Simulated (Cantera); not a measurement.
A freely propagating, adiabatic, planar premixed flame of CH4 : C2H6 : C3H8 : O2 : N2 = 1 : 0.066 : 0.053 : 3.04 : 11.4 (molar parts), equivalence ratio 0.82, unburnt at 400 K and 0.987 atm; mixture-averaged transport, grid criteria slope 0.08 and curve 0.16, no radiation.

Detailed kinetics in Cantera: GRI-Mech 3.0 (53 species, 325 reactions). Burning velocities carry a grid error of a few per cent, more on coarse grids.

Problem. Predict: laminar burning velocity; thermal thickness; peak x(C2H); peak x(C2H4).

Solution. 
- laminar burning velocity: 51.6 cm/s
- thermal thickness: 0.429 mm
- peak x(C2H): 9.97e-8
- peak x(C2H4): 0.00137
